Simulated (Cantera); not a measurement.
An isothermal, constant-pressure homogeneous reactor starts with 41.4 % CH4, 45.5 % CO2, 11.2 % H2, 1.86 % H2O, at 1450 K and 160000 Pa.

Detailed kinetics in Cantera: GRI-Mech 3.0 (53 species, 325 reactions).

Problem. Predict: x(CH4) at 20.0 s; x(CO2) at 20.0 s; x(H2) at 20.0 s; x(CH2O) at 20.0 s; x(HCO) at 20.0 s; x(C2H6) at 20.0 s.

Solution. 
```json
{
 "x(CH4) at 20.0 s": "0.0817 (gas-phase equilibrium 5.10e-5)",
 "x(CO2) at 20.0 s": "0.0795 (gas-phase equilibrium 0.00926)",
 "x(H2) at 20.0 s": "0.286 (gas-phase equilibrium 0.501)",
 "x(CH2O) at 20.0 s": "2.59e-7 (gas-phase equilibrium 1.66e-7)",
 "x(HCO) at 20.0 s": "4.30e-9 (gas-phase equilibrium 7.87e-9)",
 "x(C2H6) at 20.0 s": "6.18e-5 (gas-phase equilibrium 1.44e-11)"
}
```
